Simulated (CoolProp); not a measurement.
C3F8 (R218) along the isotherm 234.6 K: fugacity coefficient from the reference equation and from simpler models built on Tc = 345.0 K, pc = 2.640 MPa, ω = 0.317; each cubic takes its own stable root.

The numbers come from the reference Helmholtz-energy equation of state, Lemmon 2006 in CoolProp. It is a short technical equation, of lower accuracy than the large ones.

```csv
p (MPa),phase,reference
0.0209,gas,0.9895
0.0315,gas,0.9842
0.0475,gas,0.9761
0.0717,gas,0.9638
0.108,liquid,0.8254
0.163,liquid,0.5487
0.246,liquid,0.3654
0.371,liquid,0.2441
0.56,liquid,0.1635
0.845,liquid,0.1102
1.27,liquid,0.07522
1.92,liquid,0.05171
2.9,liquid,0.03628
4.38,liquid,0.02621
6.6,liquid,0.01982
```

**Question.** How far does each simpler model (van der Waals, Redlich-Kwong, Peng-Robinson) lie from the reference over these 15 states: mean and median of the absolute difference, and the worst?

**Answer.** 
- van der Waals: mean 208.5 %, median 267.7 %, worst +437.3 % at 234.6 K and 6.6 MPa
- Redlich-Kwong: mean 59.6 %, median 87.5 %, worst +93.9 % at 234.6 K and 6.6 MPa
- Peng-Robinson: mean 0.5 %, median 0.3 %, worst -2.3 % at 234.6 K and 6.6 MPa

At some of these states van der Waals, Redlich-Kwong gives the other phase, because its saturation line lies elsewhere.
